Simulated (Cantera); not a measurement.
Input (Python, Cantera) and output of one run.

```python
import numpy as np
import cantera as ct

gas_names = """
    AL ALCL ALCL2 ALCL3 ALH ALO ALOCL ALOH ALO2 ALO2H AL2 AL2CL6 AL2O AL2O2 CL CLO CL2 H HALO HCL HOCL
    HO2 H2 H2O H2O2 O OH O2 O3
""".split()
cond_names = """
    AL(cr) AL(L) ALCL3(s) ALCL3(L) AL2O3(a) AL2O3(L) H2O(s) H2O(L)
""".split()


# ... load() reads the species with a 1 bar reference pressure and builds the phases ...
atoms = {
    'Al2O3': {'AL': 2, 'O': 3},
    'HCl': {'H': 1, 'CL': 1},
}
top_T = {}  # K; cautious upper limits of use, not melting points


# ... equilibrate(T, P, feed) seeds the gas with the atoms and calls Mixture.equilibrate('TP', solver="vcs", rtol=1e-11, max_steps=5000) ...
results = []
feed = {'Al2O3': 1, 'HCl': 39}  # mol
P = 10000  # Pa
for T in [1198, 1248, 1298, 1348, 1398, 1448, 1498, 1548, 1598]:
    mix = equilibrate(T, P, feed)
    results.append((T, P, feed, dict(zip(mix.species_names, mix.species_moles))))

top = {s: max(r[3][s] / sum(r[3][g] for g in gas_names) for r in results) for s in gas_names}
cols = sorted((s for s in top if top[s] > 0.0001), key=lambda s: -top[s])[:7]
seen = [c for c in cond_names if any(r[3].get(c, 0) > 1e-12 for r in results)]
print("log10 of partial pressures in bar; condensed amounts in mol")
print(f"{'T/K':>10s}" + "".join(f"{s[:9]:>10s}" for s in cols + seen))
for T, P, feed, n in results:
    ng = sum(n[g] for g in gas_names)
    print(f"{T:10.4g}" + "".join(f"{np.log10(max(n[s] / ng * P / 1e5, 1e-99)):10.3f}" for s in cols)
          + "".join(f"{n.get(c, 0):10.4g}" for c in seen))
```

Output:

```
log10 of partial pressures in bar; condensed amounts in mol
       T/K       HCL       H2O     ALCL3        CL        H2  AL2O3(a)
      1198    -1.001    -3.934    -4.110    -5.161    -5.246    0.9849
      1248    -1.001    -3.825    -4.001    -4.886    -5.028    0.9806
      1298    -1.002    -3.725    -3.901    -4.636    -4.819    0.9755
      1348    -1.002    -3.633    -3.809    -4.407    -4.620    0.9697
      1398    -1.003    -3.547    -3.724    -4.196    -4.432    0.9632
      1448    -1.003    -3.469    -3.645    -4.001    -4.253    0.9559
      1498    -1.004    -3.396    -3.572    -3.820    -4.084    0.9478
      1548    -1.005    -3.328    -3.505    -3.652    -3.924     0.939
      1598    -1.006    -3.266    -3.442    -3.495    -3.774    0.9295
```

Cantera equilibrium calculation (NASA polynomials, part measured and part estimated; ideal gas, pure solids and liquids).
